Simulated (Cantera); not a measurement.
What does this Cantera script print?

```python
import numpy as np
import cantera as ct

gas = ct.Solution("gri30.yaml")
gas.TPX = 1400, 100000, {'CO': 0.0018, 'O2': 0.041, 'H2O': 0.0012, 'N2': 1}
reactor = ct.IdealGasConstPressureReactor(gas, energy="off", clone=False)
net = ct.ReactorNet([reactor])
net.rtol, net.atol = 1e-08, 1e-18
show = ['CO', 'O2', 'H2O', 'HO2', 'NO']
times = np.geomspace(2e-06, 60, 10)

steps = ct.SolutionArray(gas, extra=["t"])
rows = []
print(f"{'t/s':>10s}{'T/K':>9s}{'P/Pa':>11s}" + "".join(f"{s:>11s}" for s in show))
for t in times:
    while net.time < t:
        t_next = net.step()
        steps.append(gas.state, t=t_next)
    rows.append([np.interp(t, steps.t, y) for y in (steps.T, steps.P, *steps(*show).X.T)])
    print(f"{t:10.3e}{rows[-1][0]:9.1f}{rows[-1][1]:11.4g}" + "".join(f"{x:11.3e}" for x in rows[-1][2:]))
rate = np.gradient(steps.T, steps.t)
print("integrator steps:", len(steps.t))
if steps.T.max() > steps.T[0] + 200:
    print(f"time of steepest temperature rise: {steps.t[rate.argmax()]:.4e} s")
gas.TPX = 1400, 100000, {'CO': 0.0018, 'O2': 0.041, 'H2O': 0.0012, 'N2': 1}
gas.equilibrate("TP")
print(f"equilibrium (TP): T = {gas.T:.1f} K  " + "  ".join(f"{s} {gas[s].X[0]:.3e}" for s in show))
```

It prints:

```
       t/s      T/K       P/Pa         CO         O2        H2O        HO2         NO
 2.000e-06   1400.0      1e+05  1.724e-03  3.927e-02  1.149e-03  2.801e-12  1.810e-19
 1.355e-05   1400.0      1e+05  1.724e-03  3.927e-02  1.149e-03  1.885e-11  1.145e-17
 9.175e-05   1400.0      1e+05  1.724e-03  3.927e-02  1.149e-03  1.245e-10  5.944e-16
 6.214e-04   1400.0      1e+05  1.724e-03  3.927e-02  1.149e-03  1.206e-09  3.008e-14
 4.209e-03   1400.0      1e+05  1.676e-03  3.923e-02  1.141e-03  5.954e-07  8.724e-11
 2.851e-02   1400.0      1e+05  8.063e-05  3.846e-02  1.137e-03  3.636e-07  2.927e-07
 1.931e-01   1400.0      1e+05  9.685e-07  3.844e-02  1.148e-03  1.379e-08  4.099e-07
 1.308e+00   1400.0      1e+05  9.258e-09  3.844e-02  1.149e-03  2.745e-09  4.190e-07
 8.858e+00   1400.0      1e+05  8.686e-09  3.844e-02  1.149e-03  2.711e-09  4.272e-07
 6.000e+01   1400.0      1e+05  8.686e-09  3.844e-02  1.149e-03  2.711e-09  4.829e-07
integrator steps: 1239
equilibrium (TP): T = 1400.0 K  CO 8.707e-09  O2 3.827e-02  H2O 1.149e-03  HO2 2.702e-09  NO 3.429e-04
```

Computed with Cantera and GRI-Mech 3.0 (53 species, 325 reactions).
